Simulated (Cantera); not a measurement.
Input: 1 mol CF4, 0.017 mol F2, 1.1 mol H2, held at 1873 K and 64.0 Pa.

These are equilibrium values from Cantera (NASA tables, ideal gas, pure condensed phases), not measurements of a reactor. Candidate condensed phases: C, C6H6, C7H8, C8H18; 95 gas species. Gases not in the tables: C2F6 and larger saturated fluorocarbons. Rates play no part.

Base state: HF 0.778, CF4 0.124, CF2 0.0504, F 0.0458, CF3 0.00153, CF 0.000108 (mole fractions); condensed: C(graphite).

### Question
What changes in the equilibrium state with this change: H2 from 1.1 to 0.38 mol?

### Answer
```json
[
 {"species": "HF", "before": "0.778", "after": "0.437"},
 {"species": "CF4", "before": "0.124", "after": "0.407"},
 {"species": "CF2", "before": "0.0504", "after": "0.0912"},
 {"species": "F", "before": "0.0458", "after": "0.0616"},
 {"species": "CF3", "before": "0.00153", "after": "0.00371"},
 {"species": "CF", "before": "0.000108", "after": "0.000146"},
 {"species": "C(graphite), mol", "before": "0.501", "after": "0.127"}
]
```

### Question
What changes in the equilibrium state with this change: pressure from 64.0 Pa to 100000 Pa?

### Answer
| species | before | after |
|---|---|---|
| HF | 0.778 | 0.827 |
| CF4 | 0.124 | 0.171 |
| CF2 | 0.0504 | 0.00150 |
| F | 0.0458 | 0.000200 |
| CF | 0.000108 | 4.73e-7 |
| CHF3 | 6.15e-7 | 3.03e-5 |
| C(graphite), mol | 0.501 | 0.539 |
